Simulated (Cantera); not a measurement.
A diamond (100) surface in a fixed gas of H2 with x(CH4) = 0.0051, x(CH3) = 2.4e-05, at 1223 K, 2500 Pa; coverages are run to steady state.

Cantera simulation using the Harris–Goodwin 1993 mechanism for the reconstructed diamond (100) surface; the numbers are that mechanism's predictions, not measurements.

θ: site fractions in the mechanism's names (c6HH fully hydrogenated, c6H* and c6*H radical sites, c6** diradical, c6HM methylated).

| x(H) | growth (µm/h) | θ c6HH | θ c6H* | θ c6*H | θ c6** | θ c6HM |
|---|---|---|---|---|---|---|
| 0.0001 | 0.00609 | 0.627 | 0.0278 | 0.340 | 0.00492 | ___ |
| 0.00023 | 0.0169 | 0.535 | 0.0342 | 0.419 | 0.0110 | ___ |
| 0.00051 | 0.0332 | 0.480 | 0.0378 | 0.463 | 0.0184 | ___ |
| 0.0012 | 0.0559 | 0.448 | 0.0397 | 0.486 | 0.0256 | 0.000122 |
| 0.0026 | 0.0840 | 0.434 | 0.0404 | 0.495 | 0.0299 | 0.000127 |
| 0.0059 | 0.133 | 0.427 | 0.0408 | 0.499 | 0.0325 | 0.000123 |
| 0.013 | 0.211 | 0.424 | 0.0410 | 0.501 | 0.0338 | ___ |
| 0.03 | 0.332 | 0.423 | 0.0411 | 0.502 | 0.0344 | ___ |
| 0.068 | 0.464 | 0.422 | 0.0414 | 0.502 | 0.0347 | ___ |

Question: Complete the blanks.

Answer: 
- 0.0001, θ c6HM: 6.42e-5
- 0.00023, θ c6HM: 8.75e-5
- 0.00051, θ c6HM: 0.000107
- 0.013, θ c6HM: 0.000109
- 0.03, θ c6HM: 8.29e-5
- 0.068, θ c6HM: 5.39e-5
